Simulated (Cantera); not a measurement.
## Thermodynamics of silicon epitaxy and polysilicon growth, feed SiHCl3 + N2

A closed system holds: 1 mol SiHCl3, 21 mol N2, held at 77000 Pa.

Method: chemical equilibrium by Gibbs-energy minimisation in Cantera with the NASA 1993 tables (ideal gas, pure condensed phases). Candidate condensed phases: NH4Cl, Si, Si3N4; 28 gas species. N2 is the only nitrogen source here; it is nearly inert below about 1500 K, so the nitride shown seldom forms there in practice. The tables' values for SiCl3 are old estimates; treat these amounts as uncertain. Rates play no part.

```csv
T (K),log p N2,log p HCl,log p SiCl4,log p SiCl2,n Si3N4(s)
900,-0.14,-1.57,-1.71,-9.15,0.148
1000,-0.14,-1.55,-1.72,-7.51,0.150
1100,-0.14,-1.54,-1.72,-6.18,0.152
1200,-0.14,-1.53,-1.73,-5.07,0.153
1300,-0.14,-1.53,-1.74,-4.14,0.153
1400,-0.14,-1.53,-1.76,-3.36,0.149
1500,-0.14,-1.53,-1.82,-2.70,0.138
1600,-0.15,-1.53,-1.96,-2.17,0.108
1700,-0.15,-1.55,-2.27,-1.79,0.0569
```
log p: log10 of the partial pressure in bar; n: condensed amount in mol.

From 900 K to 1700 K the condensed part is Si3N4(s). The main Si-bearing gas is SiCl4 at 900 K and SiCl2 at 1700 K. The share of Si in condensed phases is highest at 1200 K (45.9 %) and lowest at 1700 K (17.1 %).
